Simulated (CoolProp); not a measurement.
Values from CoolProp's reference Helmholtz-energy equation of state, Marx 1992.

Q: For R113, give the phase and the density (kg/m³), cp (kJ/(kg K)), cv (kJ/(kg K)) at 10.25 °C and 21.8 bar; 91.45 °C and 21.8 bar.

A: 
- 10.25 °C and 21.8 bar: liquid; density 1600, cp 0.902, cv 0.657
- 91.45 °C and 21.8 bar: liquid; density 1400, cp 0.986, cv 0.725
